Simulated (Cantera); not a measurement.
A freely propagating, adiabatic, planar premixed flame of C₃H₈ : O₂ : N₂ = 1 : 3.33 : 12.5 (molar parts), equivalence ratio 1.5, unburnt at 450 K and 7.90 atm; mixture-averaged transport, grid criteria slope 0.08 and curve 0.16, no radiation.

Model: GRI-Mech 3.0 (53 species, 325 reactions), integrated in Cantera. GRI-Mech 3.0 was tuned for natural gas; its chemistry of propane as a main component is partial and can be far from experiment. Burning velocities carry a grid error of a few per cent, more on coarse grids.

Problem. How do the results move with these cheaper or finer settings: unity-Lewis-number transport; multicomponent transport; multicomponent+Soret transport; grid criteria slope 0.5, curve 1; grid criteria slope 0.25, curve 0.5; grid criteria slope 0.03, curve 0.06?

Solution. 
```
setting                               laminar burning velocity  thermal thickness  peak x(C₂H₆)  peak x(C₂H₄)  grid points
------------------------------------  ------------------------  -----------------  ------------  ------------  -----------
as above                                             21.4 cm/s           0.116 mm       0.00153        0.0131          128
unity-Lewis-number transport                         18.0 cm/s           0.129 mm       0.00108       0.00928          129
multicomponent transport                             21.5 cm/s           0.117 mm       0.00154        0.0132          128
multicomponent+Soret transport                       21.2 cm/s           0.117 mm       0.00157        0.0131          130
grid criteria slope 0.5, curve 1                     23.7 cm/s           0.127 mm       0.00143        0.0132           30
grid criteria slope 0.25, curve 0.5                  22.0 cm/s           0.121 mm       0.00151        0.0132           52
grid criteria slope 0.03, curve 0.06                 21.3 cm/s           0.114 mm       0.00154        0.0131          316
```
The base run took very roughly 5 core-seconds.
Unity Lewis numbers drop preferential diffusion, which matters most where H2 and H carry the flame; Soret adds thermal diffusion.
